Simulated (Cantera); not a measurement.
Charge: 1 mol SiO₂, 1.4 mol HCl, equilibrated at 1375 K and 0.0133 bar.

Equilibrium computed with Cantera from the NASA thermochemical tables; the gas is ideal and each condensed phase is pure. Candidate condensed phases: H₂O, Si, SiO₂; 30 gas species. The tables hold silica as quartz up to 1696 K and as liquid above; real silica turns to tridymite and cristobalite and melts near 1996 K. Rates play no part.

Base state: HCl 0.998, Cl 0.00105, H₂ 0.000549, H₂O 0.000195, SiCl₄ 9.70e-5, Cl₂ 2.68e-5 (mole fractions); condensed: SiO₂(β-quartz).

Task: What changes in the equilibrium state with this change: pressure from 0.0133 bar to 2.40e-5 bar?

Result: 
| species | before | after |
|---|---|---|
| HCl | 0.998 | 0.987 |
| Cl | 0.00105 | 0.00874 |
| H₂ | 0.000549 | 0.00428 |
| SiO | 6.93e-9 | 7.39e-5 |
| SiCl₄ | 9.70e-5 | 1.02e-6 |
| H | 6.96e-7 | 4.57e-5 |
| SiO₂(β-quartz), mol | 1.000 | 1.000 |

Task: What changes in the equilibrium state with this change: temperature from 1375 K to 1575 K?

Result: 
| species | before | after |
|---|---|---|
| HCl | 0.998 | 0.991 |
| Cl | 0.00105 | 0.00543 |
| H₂ | 0.000549 | 0.00273 |
| SiCl₄ | 9.70e-5 | 0.000137 |
| H | 6.96e-7 | 1.88e-5 |
| SiCl₃ | 7.14e-7 | 1.52e-5 |
| H₂O | 0.000195 | 0.000323 |
| Cl₂ | 2.68e-5 | 4.40e-5 |
| SiO₂(β-quartz), mol | 1.000 | 1.000 |
The tables' values for SiCl₃ are old estimates; treat these amounts as uncertain.
